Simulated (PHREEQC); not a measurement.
Solution (25 °C): 67 mmol/kgw HF, 74 mmol/kgw (CH3)4NF and 19 mmol/kgw (NH4)2SiF6. Closed to the air; pH follows from the charge balance.

All values are PHREEQC results (ion-association model, wateq4f.dat), not measurements.

```json
[
 {"quantity": "pH", "before": "3.19", "after": "3.33"},
 {"quantity": "ionic strength (mol/kgw)", "before": "0.132", "after": "0.132"},
 {"quantity": "F- (mol/kgw)", "before": "0.0636", "after": "0.0613"},
 {"quantity": "HF2- (mol/kgw)", "before": "0.0112", "after": "0.0132"},
 {"quantity": "H2F2 (mol/kgw)", "before": "0.00530", "after": "0.00244"},
 {"quantity": "SI of Quartz (SiO2)", "before": "-7.67", "after": "-6.39"}
]
```

Problem. Which change was made?
A. temperature from 25 to 10 °C
B. 0.0023 mol/kgw Na2CO3 added
C. (CH3)4NF from 0.074 to 0.111 mol/kgw
D. HF from 0.067 to 0.101 mol/kgw
E. temperature from 25 to 50 °C

Solution. E, temperature from 25 to 50 °C

This is a speciation only: nothing precipitates in the calculation. (CH3)4N+ isn't in the database: it is added as a free cation with an ion size of 4 Å. Away from 25 °C the constants follow the database's enthalpies or fits; those with neither stay at their 25 °C values. SiF6-2 is the database's only silicon fluoride.
